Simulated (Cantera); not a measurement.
# N2O furnace oxynitridation

A perfectly stirred reactor is fed with N2O : O2 = 1 : 0.39 (molar parts), at 1500 Pa; it is held at 1575 K, and followed from long to short residence time.

Detailed kinetics in Cantera: GRI-Mech 3.0 (53 species, 325 reactions). GRI-Mech 3.0 was tuned for natural gas; its chemistry of N2O as a main component is partial and can be far from experiment. Radical loss at walls, strong at low pressure, is not modelled. The temperature is held fixed by assumption; the heat of reaction is taken as removed at once.

| τ (s) | x N2O | x O2 | x N2 | x NO | x NO2 | x O |
|---|---|---|---|---|---|---|
| 2.3 | 0.0990 | 0.380 | 0.391 | 0.130 | 4.47e-5 | 0.000140 |
| 0.77 | 0.232 | 0.358 | 0.307 | 0.102 | 3.32e-5 | 0.000141 |
| 0.26 | 0.420 | 0.328 | 0.189 | 0.0629 | 1.84e-5 | 0.000141 |
| 0.085 | 0.584 | 0.302 | 0.0856 | 0.0286 | 7.14e-6 | 0.000141 |
| 0.028 | 0.668 | 0.289 | 0.0322 | 0.0107 | 2.02e-6 | 0.000141 |
| 0.0095 | 0.701 | 0.283 | 0.0114 | 0.00377 | 4.25e-7 | 0.000139 |
| 0.0032 | 0.713 | 0.281 | 0.00385 | 0.00124 | 6.36e-8 | 0.000134 |
| 0.0011 | 0.717 | 0.281 | 0.00128 | 0.000387 | 7.53e-9 | 0.000120 |
x: mole fraction; the columns are a selection and need not sum to one.
